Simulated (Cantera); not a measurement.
Input: 1 mol BF3, 0.64 mol N2, equilibrated at 2075 K and 0.0100 bar.

Cantera equilibrium calculation (NASA polynomials, part measured and part estimated; ideal gas, pure solids and liquids). Candidate condensed phases: B, BN; 13 gas species. The tables' values for BF2 are old estimates; treat these amounts as uncertain. Rates play no part.

Base state: BF3 0.608, N2 0.390, F 0.00132, BF2 0.00132 (mole fractions); condensed: gas only.

What changes in the equilibrium state with this change: pressure from 0.0100 bar to 0.360 bar?


```
species   before     after
-------  -------  --------
BF3        0.608     0.609
N2         0.390     0.390
F        0.00132  0.000221
BF2      0.00132  0.000221
```
